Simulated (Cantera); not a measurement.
## Low-pressure radical oxidation in H2/O2

An isothermal, constant-pressure homogeneous reactor starts with H2 : O2 = 0.068 : 1 (molar parts), at 1075 K and 0.00513 atm.

Detailed kinetics in Cantera: GRI-Mech 3.0 (53 species, 325 reactions). Radical loss at walls, strong at low pressure, is not modelled. The temperature is held fixed by assumption; the heat of reaction is taken as removed at once.

```
t (s)         x H2   x O2    x H2O2     x HO2       x H
--------  --------  -----  --------  --------  --------
1.00e-6     0.0637  0.936    <1e-12  1.52e-12  1.52e-12
3.35e-6     0.0637  0.936    <1e-12  5.09e-12  5.05e-12
1.12e-5     0.0637  0.936    <1e-12  1.71e-11  1.66e-11
3.76e-5     0.0637  0.936    <1e-12  5.71e-11  5.28e-11
0.000126    0.0637  0.936    <1e-12  1.92e-10  1.57e-10
0.000422    0.0637  0.936    <1e-12  6.42e-10  5.03e-10
0.00141     0.0637  0.936    <1e-12   2.17e-9   4.51e-9
0.00474     0.0637  0.936  1.57e-11   2.49e-8   2.85e-6
0.0159     0.00186  0.894   5.11e-8   2.49e-6    0.0158
0.0532    0.000973  0.904   4.07e-8   2.32e-6   0.00924
0.178     0.000419  0.922   4.69e-8   1.95e-6   0.00243
0.597      6.77e-5  0.932   4.28e-8   9.86e-7  0.000154
2.00       6.69e-6  0.934   2.28e-8   2.48e-7   4.89e-6
```
x: mole fraction; the columns are a selection and need not sum to one.

Equilibrium at this temperature and pressure: H2 6.66e-10, O2 0.934, H2O2 3.16e-11, HO2 1.90e-9, H 5.28e-12 (gas phase only).
